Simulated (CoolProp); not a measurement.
Carbon dioxide at several states: fugacity coefficient from the reference equation and from simpler models built on Tc = 304.1 K, pc = 73.77 bar, ω = 0.224; each cubic takes its own stable root.

The numbers come from the reference Helmholtz-energy equation of state, Span 1996 in CoolProp.

```tsv
T (K)	p (bar)	phase	reference	Redlich-Kwong	Soave-Redlich-Kwong
233	65.6	liquid	0.1514	0.1982	0.1545
786.8	0.85	gas	1.000	0.9999	1.000
706.2	38.8	gas	0.9995	0.9927	1.006
863.9	147	supercritical	1.024	1.002	1.043
591	33.7	gas	0.9905	0.9839	0.9972
```
